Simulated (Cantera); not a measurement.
A freely propagating, adiabatic, planar premixed flame of 3.54 % CH4, 4.60 % C2H6, 19.3 % O2, 72.5 % N2, unburnt at 675 K and 90000 Pa; mixture-averaged transport, grid criteria slope 0.08 and curve 0.16, no radiation.

Computed with Cantera and GRI-Mech 3.0 (53 species, 325 reactions). Burning velocities carry a grid error of a few per cent, more on coarse grids.

x: mole fraction of selected species; z is measured from the peak of heat release.

| z (mm) | T (K) | u (m/s) | x CH4 | x C2H6 | x O2 | x OH | x H2O | x C2H |
|---|---|---|---|---|---|---|---|---|
| -0.937 | 675 | 1.71 | 0.0353 | 0.0459 | 0.193 | <1e-8 | 4.13e-5 | <1e-8 |
| -0.625 | 677 | 1.72 | 0.0351 | 0.0458 | 0.192 | <1e-8 | 0.000465 | <1e-8 |
| -0.468 | 683 | 1.75 | 0.0349 | 0.0455 | 0.191 | <1e-8 | 0.00158 | <1e-8 |
| -0.312 | 736 | 1.90 | 0.0336 | 0.0442 | 0.185 | 5.41e-7 | 0.00870 | <1e-8 |
| -0.156 | 1104 | 2.93 | 0.0265 | 0.0313 | 0.150 | 4.30e-5 | 0.0473 | <1e-8 |
| -0.0781 | 1507 | 4.10 | 0.0177 | 0.0125 | 0.107 | 0.000383 | 0.0869 | 1.32e-7 |
| 0 | 1886 | 5.23 | 0.00622 | 0.000814 | 0.0582 | 0.00239 | 0.126 | 3.92e-6 |
| 0.0781 | 2068 | 5.76 | 0.000857 | 4.67e-6 | 0.0278 | 0.00614 | 0.147 | 4.63e-6 |
| 0.156 | 2118 | 5.88 | 6.33e-5 | <1e-8 | 0.0153 | 0.00865 | 0.153 | 6.94e-7 |
| 0.312 | 2149 | 5.94 | ___ | <1e-8 | ___ | 0.00972 | 0.154 | <1e-8 |
| 0.625 | 2184 | 6.01 | <1e-8 | <1e-8 | 0.00707 | 0.00951 | 0.154 | <1e-8 |
| 1.25 | 2230 | 6.12 | <1e-8 | <1e-8 | 0.00577 | 0.00888 | 0.157 | <1e-8 |
| 2.50 | 2286 | 6.25 | <1e-8 | <1e-8 | ___ | ___ | 0.161 | <1e-8 |

Question: Some entries are withheld; supply them.

Answer: 
- 0.312, x CH4: 2.60e-7
- 0.312, x O2: 0.00899
- 2.50, x O2: 0.00423
- 2.50, x OH: 0.00780
